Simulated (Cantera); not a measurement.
# Fe3O4 + CH4 + N2 (carbothermic reduction)

Charge: 1 mol Fe3O4, 5.9 mol CH4, 0.42 mol N2, equilibrated at 0.110 bar.

Cantera equilibrium calculation (NASA polynomials, part measured and part estimated; ideal gas, pure solids and liquids). Candidate condensed phases: C, C6H6, C7H8, C8H18, Fe, Fe(CO)5, FeO, Fe(OH)2, Fe(OH)3, Fe2O3, Fe3O4, H2O; 140 gas species. Iron dissolves carbon and melts from about 1420 K in contact with it, which pure phases cannot show. Condensed phases not in the tables: cementite and carbon dissolved in iron. The numbers say what is thermodynamically allowed, not how fast it happens.

From 925 K to 1075 K the condensed part is C(graphite) + Fe(α). From 1225 K to 1525 K the condensed part is C(graphite) + Fe(γ). At 1675 K the condensed part is C(graphite) + Fe(δ). From 1825 K to 1975 K the condensed part is C(graphite) + Fe(l).

```tsv
T (K)	log p H2	log p CO	log p N2	log p H2O	log p CO2	log p CH4	n C(graphite)	n Fe(α)	n Fe(γ)	n Fe(δ)	n Fe(l)
925	-1.10	-1.64	-2.52	-2.58	-2.81	-2.85	2.29	3.00	0	0	0
1075	-1.10	-1.57	-2.54	-3.57	-4.01	-3.54	1.91	3.00	0	0	0
1225	-1.10	-1.57	-2.54	-4.37	-5.01	-4.08	1.90	0	3.00	0	0
1375	-1.10	-1.57	-2.55	-5.00	-5.79	-4.50	1.90	0	3.00	0	0
1525	-1.10	-1.57	-2.55	-5.51	-6.41	-4.84	1.90	0	3.00	0	0
1675	-1.10	-1.57	-2.55	-5.92	-6.91	-5.11	1.89	0	0	3.00	0
1825	-1.10	-1.57	-2.55	-6.26	-7.33	-5.35	1.88	0	0	0	2.99
1975	-1.10	-1.57	-2.56	-6.56	-7.68	-5.54	1.85	0	0	0	2.96
```
log p: log10 of the partial pressure in bar; n: condensed amount in mol.
